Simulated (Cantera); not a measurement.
## Thermodynamics of sublimation and decomposition of ceramics, feed SiC + H₂

Input: 1 mol SiC, 0.045 mol H₂, equilibrated at 0.100 bar.

Method: chemical equilibrium by Gibbs-energy minimisation in Cantera with the NASA 1993 tables (ideal gas, pure condensed phases). Candidate condensed phases: C, C₆H₆, C₇H₈, C₈H₁₈, Si, SiC; 87 gas species. Gases not in the tables: Si₂H₆ and higher silanes. Rates play no part.

From 1923 K to 2523 K the condensed part is SiC(s). From 2623 K to 2923 K the condensed part is C(graphite) + SiC(s). At 3023 K the condensed part is C(graphite). The main Si-bearing gas is Si throughout.

```json
[
 {"T (K)": "1923", "x H₂": "0.997", "x Si": "3.21e-5", "x SiC₂": "4.24e-8", "x H": "0.00297", "x Si₂C": "6.26e-7", "x C₂H₂ (acetylene)": "2.09e-5", "n SiC(s)": "1.000", "n C(graphite)": "0"},
 {"T (K)": "2023", "x H₂": "0.994", "x Si": "0.000115", "x SiC₂": "4.59e-7", "x H": "0.00599", "x Si₂C": "3.48e-6", "x C₂H₂ (acetylene)": "7.68e-5", "n SiC(s)": "1.000", "n C(graphite)": "0"},
 {"T (K)": "2123", "x H₂": "0.988", "x Si": "0.000374", "x SiC₂": "3.88e-6", "x H": "0.0113", "x Si₂C": "1.67e-5", "x C₂H₂ (acetylene)": "0.000240", "n SiC(s)": "1.000", "n C(graphite)": "0"},
 {"T (K)": "2223", "x H₂": "0.978", "x Si": "0.00109", "x SiC₂": "2.69e-5", "x H": "0.0200", "x Si₂C": "6.90e-5", "x C₂H₂ (acetylene)": "0.000671", "n SiC(s)": "1.000", "n C(graphite)": "0"},
 {"T (K)": "2323", "x H₂": "0.961", "x Si": "0.00288", "x SiC₂": "0.000158", "x H": "0.0338", "x Si₂C": "0.000251", "x C₂H₂ (acetylene)": "0.00171", "n SiC(s)": "1.000", "n C(graphite)": "0"},
 {"T (K)": "2423", "x H₂": "0.932", "x Si": "0.00704", "x SiC₂": "0.000794", "x H": "0.0541", "x Si₂C": "0.000820", "x C₂H₂ (acetylene)": "0.00395", "n SiC(s)": "1.000", "n C(graphite)": "0"},
 {"T (K)": "2523", "x H₂": "0.885", "x Si": "0.0161", "x SiC₂": "0.00349", "x H": "0.0827", "x Si₂C": "0.00244", "x C₂H₂ (acetylene)": "0.00825", "n SiC(s)": "0.999", "n C(graphite)": "0"},
 {"T (K)": "2623", "x H₂": "0.807", "x Si": "0.0360", "x SiC₂": "0.0131", "x H": "0.120", "x Si₂C": "0.00695", "x C₂H₂ (acetylene)": "0.0143", "n SiC(s)": "0.997", "n C(graphite)": "0.000189"},
 {"T (K)": "2723", "x H₂": "0.671", "x Si": "0.0849", "x SiC₂": "0.0395", "x H": "0.160", "x Si₂C": "0.0205", "x C₂H₂ (acetylene)": "0.0172", "n SiC(s)": "0.990", "n C(graphite)": "0.00214"},
 {"T (K)": "2823", "x H₂": "0.433", "x Si": "0.188", "x SiC₂": "0.110", "x H": "0.184", "x Si₂C": "0.0556", "x C₂H₂ (acetylene)": "0.0156", "n SiC(s)": "0.965", "n C(graphite)": "0.00937"},
 {"T (K)": "2923", "x H₂": "0.0599", "x Si": "0.395", "x SiC₂": "0.286", "x H": "0.0959", "x Si₂C": "0.141", "x C₂H₂ (acetylene)": "0.00296", "n SiC(s)": "0.608", "n C(graphite)": "0.105"},
 {"T (K)": "3023", "x H₂": "0.0131", "x Si": "0.429", "x SiC₂": "0.378", "x H": "0.0614", "x Si₂C": "0.0992", "x C₂H₂ (acetylene)": "0.000873", "n SiC(s)": "0", "n C(graphite)": "0.148"}
]
```
x: gas mole fraction; n: condensed amount in mol.
